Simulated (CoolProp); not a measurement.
The numbers come from the reference Helmholtz-energy equation of state, Lemmon 2006 in CoolProp. It is a short technical equation, of lower accuracy than the large ones.

**Question.** Give the vapour pressure (MPa), liquid density (kg/m³), enthalpy of vaporisation (kJ/kg), surface tension (mN/m) of saturated neopentane at 357.1, 380.4 K.

**Answer.** 
```csv
T (K),p (MPa),liquid density (kg/m³),enthalpy of vaporisation (kJ/kg),surface tension (mN/m)
357.1,0.803,510,245,5.48
380.4,1.29,472,212,3.54
```

Surface tension comes from a separate correlation (Mulero 2014).
